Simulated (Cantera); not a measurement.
An adiabatic, constant-volume homogeneous reactor starts with CH₄ : C₂H₆ : C₃H₈ : O₂ : N₂ = 1 : 0.1 : 1.2 : 16.7 : 62.8 (molar parts), at 1225 K and 1.00 bar. Integrator tolerance rtol = 1e-08.

Model: GRI-Mech 3.0 (53 species, 325 reactions), integrated in Cantera. GRI-Mech 3.0 was tuned for natural gas; its chemistry of propane as a main component is partial and can be far from experiment.

### Question
What does this change do: constant pressure in place of constant volume?

### Answer
| quantity | before | after |
|---|---|---|
| time of steepest temperature rise | 3.11 ms | 3.27 ms |
| temperature at 1.00 s | 2451 K | 2240 K |
| equilibrium temperature | 2451 K | 2240 K |
| x(CH₄) at 1.00 s | <1e-12 (gas-phase equilibrium <1e-12) | <1e-12 (gas-phase equilibrium <1e-12) |
| x(C₂H₆) at 1.00 s | <1e-12 (gas-phase equilibrium <1e-12) | <1e-12 (gas-phase equilibrium <1e-12) |
| x(C₃H₈) at 1.00 s | <1e-12 (gas-phase equilibrium <1e-12) | <1e-12 (gas-phase equilibrium <1e-12) |
| x(C₂H₄) at 1.00 s | <1e-12 (gas-phase equilibrium <1e-12) | <1e-12 (gas-phase equilibrium <1e-12) |
| x(CO₂) at 1.00 s | 0.0539 (gas-phase equilibrium 0.0539) | 0.0562 (gas-phase equilibrium 0.0562) |

### Question
What does this change do: O2 16.7 to 9.5 parts?

### Answer
| quantity | before | after |
|---|---|---|
| time of steepest temperature rise | 3.11 ms | 4.94 ms |
| temperature at 1.00 s | 2451 K | 2518 K |
| equilibrium temperature | 2451 K | 2518 K |
| x(CH₄) at 1.00 s | <1e-12 (gas-phase equilibrium <1e-12) | <1e-12 (gas-phase equilibrium <1e-12) |
| x(C₂H₆) at 1.00 s | <1e-12 (gas-phase equilibrium <1e-12) | <1e-12 (gas-phase equilibrium <1e-12) |
| x(C₃H₈) at 1.00 s | <1e-12 (gas-phase equilibrium <1e-12) | <1e-12 (gas-phase equilibrium <1e-12) |
| x(C₂H₄) at 1.00 s | <1e-12 (gas-phase equilibrium <1e-12) | <1e-12 (gas-phase equilibrium <1e-12) |
| x(CO₂) at 1.00 s | 0.0539 (gas-phase equilibrium 0.0539) | 0.0515 (gas-phase equilibrium 0.0515) |
